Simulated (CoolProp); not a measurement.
Sulfur dioxide along the isotherm 201.95 °C: fugacity coefficient from the reference equation and from simpler models built on Tc = 157.5 °C, pc = 7.887 MPa, ω = 0.256; each cubic takes its own stable root.

Model: reference Helmholtz-energy equation of state, Gao 2016, in CoolProp.

```
p (MPa)          phase  reference
-------  -------------  ---------
2.46               gas     0.9247
4.93               gas     0.8515
7.39               gas     0.7806
9.86     supercritical     0.7113
12.3     supercritical     0.6448
14.8     supercritical     0.5820
17.3     supercritical     0.5303
19.7     supercritical     0.4911
```

Question: How far does each simpler model (Redlich-Kwong, Soave-Redlich-Kwong, Peng-Robinson) lie from the reference over these 8 states: mean and median of the absolute difference, and the worst?

Answer: 
- Redlich-Kwong: mean 1.2 %, median 1.2 %, worst -2.0 % at 201.95 °C and 12.3 MPa
- Soave-Redlich-Kwong: mean 1.9 %, median 1.3 %, worst +5.0 % at 201.95 °C and 19.7 MPa
- Peng-Robinson: mean 2.0 %, median 2.0 %, worst -2.8 % at 201.95 °C and 12.3 MPa
